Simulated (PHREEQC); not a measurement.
A column of 0.1 m (40 cells, dispersivity 0.005 m, 3600 s a shift, diffusion coefficient 3e-10 m²/s) holds 0.011 eq of the database's cation exchanger X per kg of pore water, first in equilibrium with 0.077 mol/kgw CaCl2, 0.0015 mol/kgw MgCl2 and 1e-05 mol/kgw HCl. It is flushed with 3.4 mmol/kgw MgSO4, 0.92 mmol/kgw NaCl, 22 mmol/kgw KCl and 0.01 mmol/kgw HCl, at 25 °C. Values are for the last cell. CO2 from the air is kept out. No solid was allowed to form.

Equilibrium calculation in PHREEQC: ion-association model, phreeqc.dat.

Predict K in solution (mol/kgw), S in solution (mol/kgw), Na in solution (mol/kgw), Ca in solution (mol/kgw) at pore volumes = 0.2125, 2.212, 2.612.


```
pore volumes  K in solution (mol/kgw)  S in solution (mol/kgw)  Na in solution (mol/kgw)  Ca in solution (mol/kgw)
------------  -----------------------  -----------------------  ------------------------  ------------------------
0.2125                       1.87e-10                 1.54e-10                  2.98e-11                    0.0770
2.212                          0.0199                  0.00339                  0.000903                   0.00215
2.612                          0.0210                  0.00340                  0.000913                   0.00108
```

Complexes and solids missing from the database can't appear.
